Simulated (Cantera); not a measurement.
Mixture: CH4 : H2 : O2 : N2 = 1 : 0.092 : 1.57 : 6.3 (molar parts), equivalence ratio 1.3, at 360000 Pa, adiabatic and at constant volume. Ignition delay is the time to a rise of 400 K.

Model: GRI-Mech 3.0 (53 species, 325 reactions), integrated in Cantera.

Question: What does this change do: pressure from 360000 Pa to 500000 Pa?

Answer: 
| quantity | before | after |
|---|---|---|
| delay at 1125 K | 12.1 ms | 8.10 ms |
| delay at 1325 K | 1.69 ms | 1.24 ms |
| delay at 1525 K | 0.251 ms | 0.193 ms |
| delay at 1725 K | 51.1 µs | 39.3 µs |
| delay at 1925 K | 14.9 µs | 11.2 µs |
| apparent activation energy between 1725 and 1925 K | 170 kJ/mol | 170 kJ/mol |

Question: What does this change do: 0.11 parts C2H6 added?

Answer: 
```tsv
quantity	before	after
delay at 1125 K	12.1 ms	3.51 ms
delay at 1325 K	1.69 ms	0.426 ms
delay at 1525 K	0.251 ms	79.3 µs
delay at 1725 K	51.1 µs	18.6 µs
delay at 1925 K	14.9 µs	6.31 µs
apparent activation energy between 1725 and 1925 K	170 kJ/mol	150 kJ/mol
```

Question: What does this change do: 0.83 parts H2O added?

Answer: 
| quantity | before | after |
|---|---|---|
| delay at 1125 K | 12.1 ms | 11.5 ms |
| delay at 1325 K | 1.69 ms | 1.93 ms |
| delay at 1525 K | 0.251 ms | 0.303 ms |
| delay at 1725 K | 51.1 µs | 57.3 µs |
| delay at 1925 K | 14.9 µs | 15.4 µs |
| apparent activation energy between 1725 and 1925 K | 170 kJ/mol | 180 kJ/mol |
